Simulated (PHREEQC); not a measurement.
1 kg of water holding 26 mmol/kgw MgSO4 and 82 mmol/kgw MgCl2 is evaporated at 30 °C; the solids stay in contact with the brine. No CO2 enters from the air. Only these solids could form: Bischofite, Brucite, Epsomite, Hexahydrite, Kieserite, MgCl2_4H2O.

Base run: PHREEQC, Pitzer model, pitzer.dat. Each further column changes one thing. The table gives water activity.

```tsv
H2O removed (mol)	base	temperature from 30 to 25 °C	temperature from 30 to 75 °C
0	0.996	0.996	0.996
24.69	0.992	0.992	0.992
38.4	0.986	0.986	0.986
46.01	0.972	0.972	0.974
50.23	0.943	0.942	0.947
52.58	0.869	0.867	0.882
53.88	0.679	0.678	0.720
54.6	0.403	0.398	0.453
```

 Constants without temperature data keep their 25 °C values here.
